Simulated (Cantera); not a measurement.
Input: 1 mol HMDSO, 26 mol N2O, 29 mol N2, 2.6 mol NO, at 75.0 Torr.

These are equilibrium values from Cantera (NASA tables, ideal gas, pure condensed phases), not measurements of a reactor. Candidate condensed phases: C, C6H6, C7H8, C8H18, H2O, Si, SiC, SiO2, Si2N2O, Si3N4; 151 gas species. The feed counts by its element totals alone. The tables hold silica as quartz up to 1696 K and as liquid above; real silica turns to tridymite and cristobalite and melts near 1996 K. Gases not in the tables: Si(OH)4. Rates play no part.

Task: At 1223 K, list the 5 most abundant gas species with their mole fractions, and the condensed phases.

Result: N2 0.765, H2O 0.122, CO2 0.0815, O2 0.0312, NO 8.82e-5. Condensed: SiO2(β-quartz).
